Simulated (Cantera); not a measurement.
Charge: 1 mol CH3SiCl3, 1.1 mol C2H4, 1.6 mol H2, equilibrated at 10000 Pa.

Method: chemical equilibrium by Gibbs-energy minimisation in Cantera with the NASA 1993 tables (ideal gas, pure condensed phases). Candidate condensed phases: C, C6H6, C7H8, C8H18, Si, SiC; 109 gas species. The feed counts by its element totals alone. Kinetics and transport are ignored.

Over these rows the condensed part is C(graphite) + SiC(s). Partial pressures as log10 of bar:

```
T (K)  1000/T (1/K)  log p Si  log p H2  log p HCl  log p SiCl2
-----  ------------  --------  --------  ---------  -----------
1700         0.5882     -8.00     -1.24      -1.39        -2.83
1750         0.5714     -7.54     -1.24      -1.40        -2.76
1800         0.5556     -7.12     -1.24      -1.40        -2.70
1850         0.5405     -6.71     -1.23      -1.41        -2.65
1900         0.5263         ?     -1.23      -1.42        -2.60
1950         0.5128     -5.97     -1.23      -1.42        -2.55
```

Task: Fit log p(Si) = a + b·(1000/T) to the five rows, give the apparent enthalpy, and predict the row at 1900 K.

Result: Means: 1000/T = 0.5537, log p = -7.068. Sxy = -0.090241, Sxx = 0.0033542, so b = -26.90 and a = -7.068 − (-26.90)×0.5537 = 7.83.
Apparent enthalpy: −19.145 × (-26.90) = 515 kJ/mol. The condensed phases alone fix this pressure, through SiC(s) = Si(g) + C(graphite), so the slope is that reaction's ΔH° and the other gases don't enter. The five rows lie within 0.01 of the line.
Prediction at 1900 K: 7.83 + (-26.90)×0.5263 = -6.33. The computed value is -6.33, 0.00 from the line.
